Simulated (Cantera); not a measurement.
Silicon oxide and oxynitride deposition: SiH₄ + O₂ + N₂ + H₂O

Charge: 1 mol SiH₄, 0.51 mol O₂, 9.5 mol N₂, 8.1 mol H₂O, held at 218 Torr.

Equilibrium computed with Cantera from the NASA thermochemical tables; the gas is ideal and each condensed phase is pure. Candidate condensed phases: H₂O, Si, SiO₂, Si₂N₂O, Si₃N₄; 35 gas species. The tables hold silica as quartz up to 1696 K and as liquid above; real silica turns to tridymite and cristobalite and melts near 1996 K. Gases not in the tables: Si(OH)₄. The numbers say what is thermodynamically allowed, not how fast it happens.

| T (°C) | x N₂ | x H₂O | x H₂ | x H | n SiO₂(β-quartz) | n SiO₂(condensed) | n SiO₂(l) |
|---|---|---|---|---|---|---|---|
| 1100 | 0.485 | 0.363 | 0.152 | 2.41e-6 | 1.00 | 0 | 0 |
| 1200 | 0.485 | 0.363 | 0.152 | 9.16e-6 | 1.00 | 0 | 0 |
| 1300 | 0.485 | 0.363 | 0.152 | 2.94e-5 | 1.00 | 0 | 0 |
| 1400 | 0.485 | 0.363 | 0.152 | 8.24e-5 | 1.000 | 0 | 0 |
| 1500 | 0.485 | 0.363 | 0.152 | 0.000206 | 0 | 1.000 | 0 |
| 1600 | 0.485 | 0.363 | 0.152 | 0.000467 | 0 | 1.000 | 0 |
| 1700 | 0.484 | 0.363 | 0.152 | 0.000975 | 0 | 0.999 | 0 |
| 1800 | 0.484 | 0.362 | 0.151 | 0.00190 | 0 | 0 | 0.994 |
x: gas mole fraction; n: condensed amount in mol.

From 1100 °C to 1400 °C the condensed part is SiO₂(β-quartz). From 1500 °C to 1700 °C the condensed part is SiO₂(condensed). At 1800 °C the condensed part is SiO₂(l).
